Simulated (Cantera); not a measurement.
# Premixed flame

A freely propagating, adiabatic, planar premixed flame of H2 : O2 : N2 = 1 : 0.847 : 2.4 (molar parts), equivalence ratio 0.59, unburnt at 675 K and 0.180 bar; mixture-averaged transport, grid criteria slope 0.08 and curve 0.16, no radiation.

Model: the H2/O2 subset of GRI-Mech 3.0, which has no nitrogen chemistry, integrated in Cantera. Burning velocities carry a grid error of a few per cent, more on coarse grids. Lean hydrogen flames are cellular in practice and burn faster than this planar one.

| z (mm) | T (K) | u (m/s) | x H2 | x O2 | x H2O | x H | x O | x H2O2 |
|---|---|---|---|---|---|---|---|---|
| -12.7 | 675 | 7.40 | 0.235 | 0.199 | <1e-8 | <1e-8 | <1e-8 | <1e-8 |
| -8.48 | 675 | 7.40 | 0.235 | 0.199 | <1e-8 | <1e-8 | <1e-8 | <1e-8 |
| -6.36 | 675 | 7.40 | 0.235 | 0.199 | <1e-8 | <1e-8 | <1e-8 | <1e-8 |
| -4.24 | 675 | 7.40 | 0.235 | 0.199 | 8.69e-8 | 3.87e-7 | 1.42e-8 | <1e-8 |
| -2.12 | 683 | 7.48 | 0.234 | 0.199 | 0.000592 | 0.000400 | 1.66e-5 | 4.89e-7 |
| -1.06 | 791 | 8.57 | 0.211 | 0.196 | 0.0120 | 0.00751 | 0.000503 | 8.74e-7 |
| 0 | 1135 | 11.9 | 0.0971 | 0.153 | 0.100 | 0.0471 | 0.00995 | 1.74e-6 |
| 1.06 | 1405 | 14.6 | 0.0275 | 0.104 | 0.181 | 0.0577 | 0.0231 | 1.50e-6 |
| 2.12 | 1532 | 15.8 | 0.0229 | 0.0974 | 0.193 | 0.0484 | 0.0242 | 9.57e-7 |
| 4.24 | 1676 | 17.1 | 0.0218 | 0.0943 | 0.202 | 0.0365 | 0.0224 | 5.15e-7 |
| 8.48 | 1828 | 18.4 | 0.0194 | 0.0920 | 0.212 | 0.0250 | 0.0190 | 2.69e-7 |
| 17.0 | 1977 | 19.7 | 0.0156 | 0.0903 | 0.223 | 0.0151 | 0.0146 | 1.52e-7 |
| 33.9 | 2110 | 20.8 | 0.0111 | 0.0896 | 0.234 | 0.00778 | 0.00993 | 1.01e-7 |
x: mole fraction of selected species; z is measured from the peak of heat release.

| Property | Result |
|---|---|
| laminar burning velocity | 740 cm/s |
| thermal thickness | 4.24 mm |
| peak x(H) | 0.0594 |
| peak x(O) | 0.0244 |
| peak x(H2O2) | 1.97e-6 |
| grid points | 128 |
